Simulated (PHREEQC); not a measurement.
**Geothermal or formation water**

A made-up water analysis in mmol/kgw, 75 °C, pH 8.07:

| constituent | mmol/kgw |
|---|---|
| Na | 113 |
| K | 0.00159 |
| Ca | 0.476 |
| Mg | 17.1 |
| Cl | 150 |
| S(6) | 3.46 |
| Alkalinity (meq/kgw) | 0.621 |

Valence states are taken as typed.

All values are PHREEQC results (Pitzer model, pitzer.dat), not measurements.

This is a speciation only: nothing precipitates in the calculation.

Q: Estimate the specific conductance, osmotic coefficient.

A: specific conductance 35000 µS/cm; osmotic coefficient 0.903.

Q: In which forms is C present?

A: HCO3- 91 %, MgCO3 5.0 %, CO3-2 2.9 %, CO2 1.1 % of the C.

Examples of supersaturated solids here: Magnesite (slow to form). Others may be too. Species that the database lacks are ignored. Away from 25 °C the constants follow the database's enthalpies or fits; those with neither stay at their 25 °C values.
